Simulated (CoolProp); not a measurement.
A closed Brayton cycle with dry air: compressor inlet 322.15 K and 3.4 MPa, high pressure 8.9 MPa, turbine inlet 710 K, compressor efficiency 0.89, turbine efficiency 0.93, recuperator effectiveness 0.9 (on enthalpy, no pinch check). Each further row changes one setting.

Values from CoolProp's reference Helmholtz-energy equation of state, Lemmon 2000. It is a pseudo-pure fit of the blend.

```json
[
 {"case": "as stated", "thermal efficiency (%)": "26.3", "net work (kJ/kg)": "47.4", "compressor to turbine work": "0.71", "compressor exit (K)": "437.6", "turbine exit (K)": "557.6"},
 {"case": "turbine inlet 660 K", "thermal efficiency (%)": "…", "net work (kJ/kg)": "35.7", "compressor to turbine work": "0.77", "compressor exit (K)": "437.6", "turbine exit (K)": "516.9"},
 {"case": "compressor inlet 332.15 K", "thermal efficiency (%)": "24.5", "net work (kJ/kg)": "43.7", "compressor to turbine work": "0.73", "compressor exit (K)": "…", "turbine exit (K)": "557.6"},
 {"case": "high pressure 7.57 MPa", "thermal efficiency (%)": "28.0", "net work (kJ/kg)": "44.7", "compressor to turbine work": "0.68", "compressor exit (K)": "415.9", "turbine exit (K)": "…"},
 {"case": "recuperator effectiveness 0.5", "thermal efficiency (%)": "20.6", "net work (kJ/kg)": "47.4", "compressor to turbine work": "0.71", "compressor exit (K)": "437.6", "turbine exit (K)": "557.6"}
]
```

**Question.** Some entries are withheld; supply them.

**Answer.** 
- turbine inlet 660 K, thermal efficiency (%): 21.7
- compressor inlet 332.15 K, compressor exit (K): 450.9
- high pressure 7.57 MPa, turbine exit (K): 580.9
